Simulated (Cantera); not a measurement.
C₂H₅OH + H₂O + H₂ (carbon deposition, reforming and gasification)

Feed: 1 mol C₂H₅OH, 3.2 mol H₂O, 1.5 mol H₂, held at 1377 °C and 7.20 bar.

Method: chemical equilibrium by Gibbs-energy minimisation in Cantera with the NASA 1993 tables (ideal gas, pure condensed phases). Candidate condensed phases: C, C₆H₆, C₇H₈, C₈H₁₈, H₂O; 110 gas species. Rates play no part.

* **x(H₂)**: 0.587
* **x(H₂O)**: 0.206
* **x(CO)**: 0.186
* **x(CO₂)**: 0.0203
* **x(H)**: 2.59e-5
* **x(CH₄)**: 8.08e-6
* **gas amount**: 9.700 mol
* **log10 activity of C(graphite) (absent)**: -2.61
